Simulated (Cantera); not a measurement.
A closed system holds: 1 mol CF4, 0.028 mol F2, held at 4.80 mbar.

These are equilibrium values from Cantera (NASA tables, ideal gas, pure condensed phases), not measurements of a reactor. Candidate condensed phases: C; 13 gas species. Gases not in the tables: C2F6 and larger saturated fluorocarbons. Equilibrium is a limit: real reactors are often held back by kinetics, nucleation or transport.

x: gas mole fraction; nothing condenses.

```
T (°C)  x CF4     x F     x CF2     x CF3      x CF  x F2
------  -----  ------  --------  --------  --------  ----
1002    0.947  0.0530    <1e-12  1.05e-10    <1e-12     …
1077    0.947  0.0530    <1e-12   1.82e-9    <1e-12     …
1152    0.947  0.0530  5.16e-11   2.32e-8    <1e-12     …
1227    0.947  0.0530   2.43e-9   2.30e-7    <1e-12     …
1302    0.947  0.0530   7.91e-8   1.83e-6    <1e-12     …
1377    0.947  0.0530   1.87e-6   1.21e-5  4.97e-12     …
1452    0.947  0.0532   3.35e-5   6.72e-5  4.65e-10     …
1527    0.945  0.0542  0.000454  0.000318   2.82e-8     …
1602    0.933  0.0616   0.00395   0.00118   8.72e-7     …
1677    0.891  0.0886    0.0173   0.00298   9.63e-6     …
1752    0.803   0.146    0.0460   0.00563   5.15e-5     …
1827    0.656   0.241    0.0944   0.00878  0.000194     …
1902    0.452   0.373     0.163    0.0114  0.000605     …
1977    0.235   0.516     0.236    0.0116   0.00167     …
```

**Question.** What belongs in the gaps?

**Answer.** 
- 1002, x F2: 1.92e-5
- 1077, x F2: 8.02e-6
- 1152, x F2: 3.67e-6
- 1227, x F2: 1.82e-6
- 1302, x F2: 9.59e-7
- 1377, x F2: 5.37e-7
- 1452, x F2: 3.17e-7
- 1527, x F2: 2.02e-7
- 1602, x F2: 1.67e-7
- 1677, x F2: 2.27e-7
- 1752, x F2: 4.18e-7
- 1827, x F2: 7.99e-7
- 1902, x F2: 1.38e-6
- 1977, x F2: 1.92e-6
